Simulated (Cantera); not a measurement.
**Gas-phase reforming**

An isothermal, constant-pressure homogeneous reactor starts with CH4 : CO2 = 1 : 1.2 (molar parts), at 1525 K and 500000 Pa.

Computed with Cantera and GRI-Mech 3.0 (53 species, 325 reactions).

| t (s) | x CH4 | x CO2 | x CH2 | x CH2O | x H | x C2H2 |
|---|---|---|---|---|---|---|
| 4.00e-5 | 0.454 | 0.545 | 4.38e-10 | 4.06e-8 | 3.26e-8 | 1.37e-9 |
| 0.000104 | 0.454 | 0.545 | 6.65e-10 | 2.26e-7 | 3.62e-8 | 3.31e-8 |
| 0.000271 | 0.454 | 0.545 | 8.77e-10 | 7.59e-7 | 4.30e-8 | 4.61e-7 |
| 0.000704 | 0.452 | 0.545 | 1.36e-9 | 2.03e-6 | 6.56e-8 | 6.45e-6 |
| 0.00183 | 0.448 | 0.544 | 2.21e-9 | 3.72e-6 | 1.46e-7 | 0.000105 |
| 0.00477 | 0.434 | 0.540 | 2.65e-9 | 4.22e-6 | 3.94e-7 | 0.00144 |
| 0.0124 | 0.401 | 0.526 | 2.17e-9 | 3.47e-6 | 9.14e-7 | 0.00991 |
| 0.0323 | 0.337 | 0.485 | 1.82e-9 | 2.57e-6 | 1.70e-6 | 0.0318 |
| 0.0839 | 0.240 | 0.393 | 2.29e-9 | 2.16e-6 | 2.53e-6 | 0.0623 |
| 0.218 | 0.130 | 0.242 | 4.15e-9 | 2.38e-6 | 3.27e-6 | 0.0936 |
| 0.568 | 0.0759 | 0.149 | 4.45e-9 | 1.81e-6 | 4.28e-6 | 0.0951 |
| 1.48 | 0.0776 | 0.119 | 2.54e-9 | 1.03e-6 | 4.77e-6 | 0.0662 |
| 3.84 | 0.0773 | 0.0873 | 1.23e-9 | 6.24e-7 | 5.27e-6 | 0.0363 |
| 10.0 | 0.0668 | 0.0594 | 6.01e-10 | 4.70e-7 | 5.79e-6 | 0.0155 |
x: mole fraction; the columns are a selection and need not sum to one.

Equilibrium at this temperature and pressure: CH4 0.000106, CO2 0.0143, CH2 <1e-12, CH2O 4.93e-7, H 7.09e-6, C2H2 1.23e-8 (gas phase only).
